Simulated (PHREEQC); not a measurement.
Reverse-osmosis permeate: speciation

A made-up water analysis in mmol/kgw, 49 °C, pH 6.87, pe 12: Na 0.543; K 0.0879; Ca 0.66; Mg 0.0249; Cl 0.834; S(6) 0.214; Alkalinity (meq/kgw) 0.777; O(0) (counted as O atoms) 0.0108; Cu(2) 0.000393; Zn 0.0146; Br 0.00921; F 0.00147; Si 0.0429.

Cl is adjusted to close the charge balance.
Valence states are taken as typed.

All values are PHREEQC results (ion-association model, wateq4f.dat), not measurements.

| Item | Value |
|---|---|
| ionic strength | 0.00284 mol/kgw |

```csv
species,molality,activity,log γ
Cl-,0.000815,0.000766,-0.027
HCO3-,0.000765,0.000720,-0.026
Ca+2,0.000635,0.000500,-0.104
Na+,0.000542,0.000510,-0.026
SO4-2,0.000193,0.000152,-0.105
CO2,0.000188,0.000188,0.000
K+,8.78e-5,8.25e-5,-0.027
H4SiO4,4.28e-5,4.28e-5,0.000
Mg+2,2.35e-5,1.86e-5,-0.103
CaSO4,1.86e-5,1.86e-5,0.000
Zn+2,1.21e-5,9.54e-6,-0.103
Br-,9.21e-6,8.66e-6,-0.027
CaHCO3+,6.12e-6,5.77e-6,-0.026
O2,5.40e-6,5.40e-6,0.000
F-,1.46e-6,1.37e-6,-0.027
```

Precipitation was switched off in this run. Constants without temperature data keep their 25 °C values here. SiF6-2 is the database's only silicon fluoride. The database's constant for dissolved Cu(OH)2 is higher than later reviews accept.
